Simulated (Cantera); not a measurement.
Charge: 1 mol Si3N4, 400 mol H2, 0.24 mol O2, at 1327 °C and 518 Torr.

Equilibrium computed with Cantera from the NASA thermochemical tables; the gas is ideal and each condensed phase is pure. Candidate condensed phases: H2O, Si, SiO2, Si2N2O, Si3N4; 35 gas species. Mutual solubility and eutectic melting of coexisting phases are not modelled. The numbers say what is thermodynamically allowed, not how fast it happens.

Base state: H2 0.999, N2 0.000433, H 6.54e-5, SiO 1.22e-5 (mole fractions); condensed: Si(s) + Si2N2O(s) + Si3N4(s).

### Question
What changes in the equilibrium state with this change: O2 from 0.24 to 1.4 mol?

### Answer
| species | before | after |
|---|---|---|
| H2 | 0.999 | 0.997 |
| N2 | 0.000433 | 0.00240 |
| SiO | 1.22e-5 | 0.000335 |
| H2O | 2.67e-8 | 0.000111 |
| H | 6.54e-5 | 6.54e-5 |
| Si(s), mol | 0.0155 | 0 |
| Si2N2O(s), mol | 0.475 | 1.04 |
| Si3N4(s), mol | 0.676 | 0 |
| SiO2(β-quartz), mol | 0 | 0.792 |
The tables hold silica as quartz up to 1696 K and as liquid above; real silica turns to tridymite and cristobalite and melts near 1996 K.
